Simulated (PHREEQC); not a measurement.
**Reverse-osmosis permeate**

A made-up water analysis in mg/L, 25 °C, pH 6.96, pe 9.7:

| constituent | mg/L |
|---|---|
| Na | 3.3 |
| K | 0.0633 |
| Ca | 1.85 |
| Mg | 1.42 |
| Cl | 2.58 |
| S(6) as SO4 | 9.64 |
| Alkalinity as HCO3 | 4.57 |
| Zn | 0.0779 |
| Pb | 0.0355 |
| Li | 0.00174 |

Valence states are taken as typed.

Computed with PHREEQC (ion-association model, wateq4f.dat).

Precipitation was switched off in this run.

Problem. Estimate the charge-balance error.

Solution. charge-balance error 1.3 %.

Problem. In which forms is Ca present?

Solution. Ca+2 98 %, CaSO4 1.6 % of the Ca.
